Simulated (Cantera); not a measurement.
## Premixed flame

A freely propagating, adiabatic, planar premixed flame of CH4 : O2 : N2 = 1 : 2 : 9.8 (molar parts), equivalence ratio 1.0, unburnt at 350 K and 1.88 atm; mixture-averaged transport, grid criteria slope 0.08 and curve 0.16, no radiation.

Cantera simulation using GRI-Mech 3.0 (53 species, 325 reactions); the numbers are that mechanism's predictions, not measurements. Burning velocities carry a grid error of a few per cent, more on coarse grids.

| z (mm) | T (K) | u (m/s) | x CH4 | x O2 | x C2H | x H | x C2H2 | x NO |
|---|---|---|---|---|---|---|---|---|
| -1.32 | 350 | 0.198 | 0.0780 | 0.156 | <1e-8 | <1e-8 | <1e-8 | <1e-8 |
| -0.880 | 355 | 0.201 | 0.0777 | 0.156 | <1e-8 | <1e-8 | 5.30e-8 | <1e-8 |
| -0.660 | 370 | 0.210 | 0.0767 | 0.155 | <1e-8 | <1e-8 | 2.94e-7 | 1.26e-8 |
| -0.440 | 465 | 0.265 | 0.0712 | 0.148 | <1e-8 | <1e-8 | 2.73e-6 | 1.42e-7 |
| -0.220 | 897 | 0.516 | 0.0471 | 0.112 | <1e-8 | 4.42e-6 | 2.28e-5 | 2.80e-6 |
| -0.110 | 1284 | 0.742 | 0.0246 | 0.0753 | <1e-8 | 9.39e-5 | 5.15e-5 | 6.99e-6 |
| 0 | 1651 | 0.955 | 0.00410 | 0.0347 | 4.71e-8 | 0.00113 | 7.92e-5 | 1.25e-5 |
| 0.110 | 1786 | 1.03 | 9.05e-5 | 0.0165 | 1.04e-8 | 0.00237 | 3.96e-6 | 1.85e-5 |
| 0.220 | 1837 | 1.05 | 9.84e-7 | 0.0120 | <1e-8 | 0.00225 | 3.19e-8 | 2.13e-5 |
| 0.440 | 1894 | 1.08 | <1e-8 | 0.00904 | <1e-8 | 0.00153 | <1e-8 | 2.38e-5 |
| 0.880 | 1946 | 1.11 | <1e-8 | 0.00661 | <1e-8 | 0.000810 | <1e-8 | 2.65e-5 |
| 1.76 | 1985 | 1.13 | <1e-8 | 0.00469 | <1e-8 | 0.000387 | <1e-8 | 2.92e-5 |
| 3.52 | 2010 | 1.14 | <1e-8 | 0.00335 | <1e-8 | 0.000186 | <1e-8 | 3.22e-5 |
x: mole fraction of selected species; z is measured from the peak of heat release.

| Property | Value |
|---|---|
| laminar burning velocity | 19.8 cm/s |
| thermal thickness | 0.440 mm |
| peak x(C2H) | 6.08e-8 |
| peak x(H) | 0.00242 |
| peak x(C2H2) | 8.60e-5 |
| grid points | 128 |
